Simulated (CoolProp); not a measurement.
Properties of n-perfluorohexane along the isotherm 450 K.

Computed with CoolProp (reference Helmholtz-energy equation of state, Gao 2022).

```tsv
p (kPa)	phase	density (kg/m³)	cp (kJ/(kg K))	Joule-Thomson coefficient (K/MPa)	isothermal compressibility (1/MPa)
871	gas	98.48	1.071	11.21	1.494
1740	gas	382.9	2.640	29.03	3.371
2610	supercritical	1028	1.439	2.438	0.1160
3480	supercritical	1102	1.324	1.269	0.05688
4350	supercritical	1147	1.279	0.8189	0.03794
5220	supercritical	1180	1.254	0.5725	0.02856
6100	supercritical	1207	1.237	0.4129	0.02289
6970	supercritical	1229	1.225	0.3021	0.01917
7840	supercritical	1248	1.215	0.2195	0.01651
8710	supercritical	1265	1.208	0.1552	0.01451
```
